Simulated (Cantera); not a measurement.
## Transport properties of process gases

Gas mixture: NH3 : CO : C2H4 : C2H6 = 0.6 : 0.22 : 0.083 : 0.73 (molar parts), at 101000 Pa, frozen composition.

Cantera's kinetic-theory transport with the Lennard-Jones parameters of GRI-Mech 3.0, ideal gas; thermal conductivity in the mixture-averaged form. Polar gases are described roughly by these parameters. The composition is frozen, though it would react at the higher temperatures.

```
T (K)  ρ (kg/m³)  cp (J/kg/K)  μ (µPa s)  λ (mW/m/K)     Pr  D (cm²/s) H  D (cm²/s) N2  D (cm²/s) H2
-----  ---------  -----------  ---------  ----------  -----  -----------  ------------  ------------
400        0.759         2006       14.0        37.9  0.740         1.68         0.300          1.11
550        0.552         2447       18.5        59.8  0.759         3.00         0.530          1.92
700        0.433         2829       22.7        83.1  0.772         4.59         0.806          2.88
850        0.357         3133       26.5         107  0.778         6.43          1.13          4.00
1000       0.303         3408       30.0         130  0.786         8.50          1.48          5.25
1150       0.264         3628       33.3         153  0.790         10.8          1.88          6.63
1300       0.233         3814       36.4         175  0.793         13.3          2.31          8.13
1450       0.209         3969       39.4         197  0.794         16.0          2.77          9.74
```
D: mixture-averaged diffusion coefficient of that species in the mixture.
